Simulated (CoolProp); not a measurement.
Vapour pressure (MPa) of ethylene: the reference equation beside estimates from Tc = 282.4 K, pc = 5.042 MPa, ω = 0.087. Clausius-Clapeyron is anchored at 228 K with a constant enthalpy of vaporisation of 10.42 kJ/mol.

Model: reference Helmholtz-energy equation of state, Smukala 2000, in CoolProp.

```tsv
T (K)	reference	Lee-Kesler	Clausius-Clapeyron	van der Waals	Redlich-Kwong	Soave-Redlich-Kwong	Peng-Robinson
217.6	0.8816	0.8828	0.9536	1.622	0.9449	0.8871	0.8811
219.7	0.9470	0.9481	1.008	1.698	1.015	0.9534	0.9465
221.8	1.016	1.017	1.063	1.776	1.088	1.023	1.015
223.9	1.088	1.089	1.121	1.855	1.164	1.097	1.088
226	1.164	1.165	1.181	1.938	1.245	1.174	1.164
228	1.240	1.241	1.240	2.018	1.325	1.251	1.240
230.1	1.324	1.324	1.304	2.104	1.412	1.336	1.324
232.2	1.411	1.412	1.370	2.193	1.504	1.425	1.412
234.3	1.503	1.503	1.438	2.284	1.600	1.518	1.504
236.4	1.599	1.598	1.508	2.378	1.699	1.616	1.601
238.5	1.699	1.698	1.580	2.474	1.803	1.718	1.702
240.6	1.803	1.803	1.654	2.572	1.911	1.824	1.807
242.7	1.913	1.911	1.730	2.673	2.023	1.935	1.917
244.8	2.026	2.025	1.809	2.776	2.140	2.051	2.032
246.8	2.139	2.137	1.885	2.876	2.255	2.165	2.146
```

Absolute difference from the reference over all 15 rows, mean and median: Lee-Kesler 0.1 and 0.1 %, Clausius-Clapeyron 5.7 and 5.7 %, van der Waals 56.8 and 55.4 %, Redlich-Kwong 6.5 and 6.6 %, Soave-Redlich-Kwong 1.0 and 1.0 %, Peng-Robinson 0.1 and 0.1 %.
